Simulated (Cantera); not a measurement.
A Cantera script and what it prints.

```python
import numpy as np
import cantera as ct

gas_names = """
    H H2 N NH NH2 NH3 N2 N2H2 N2H4 Ni
""".split()
cond_names = """
    Ni(cr) Ni(L)
""".split()


# ... load() reads the species with a 1 bar reference pressure and builds the phases ...
atoms = {
    'Ni': {'Ni': 1},
    'NH3': {'N': 1, 'H': 3},
    'H2': {'H': 2},
}
top_T = {}  # K; cautious upper limits of use, not melting points


# ... equilibrate(T, P, feed) seeds the gas with the atoms and calls Mixture.equilibrate('TP', solver="vcs", rtol=1e-11, max_steps=5000) ...
results = []
feed = {'Ni': 1, 'NH3': 0.17, 'H2': 2.4}  # mol
T = 873.15  # K
P = 2900  # Pa
mix = equilibrate(T, P, feed)
results.append((T, P, feed, dict(zip(mix.species_names, mix.species_moles))))
print(gas.report(threshold=0.0001))
for i in range(1, mix.n_phases):
    print(f"{mix.phase(i).name:16s} {mix.phase_moles(i):12.5e} mol")
```

It prints:

```
       temperature   873.15 K
          pressure   2900 Pa
           density   0.0011275 kg/m^3
  mean mol. weight   2.8225 kg/kmol
   phase of matter   gas

                          1 kg             1 kmol
                     ---------------   ---------------
          enthalpy        5.9835e+06        1.6888e+07  J
   internal energy        3.4114e+06        9.6287e+06  J
           entropy             68966        1.9466e+05  J/K
    Gibbs function       -5.4234e+07       -1.5308e+08  J
 heat capacity c_p             10608             29943  J/K
 heat capacity c_v            7662.7             21628  J/K

                      mass frac. Y      mole frac. X     chem. pot. / RT
                     ---------------   ---------------   ---------------
                H2           0.69209           0.96897           -20.751
                N2           0.30786          0.031018           -31.538
     [   +8 minor]        4.4525e-05        7.3793e-06

Ni(cr)            1.00000e+00 mol
```

These are equilibrium values from Cantera (NASA tables, ideal gas, pure condensed phases), not measurements of a reactor.
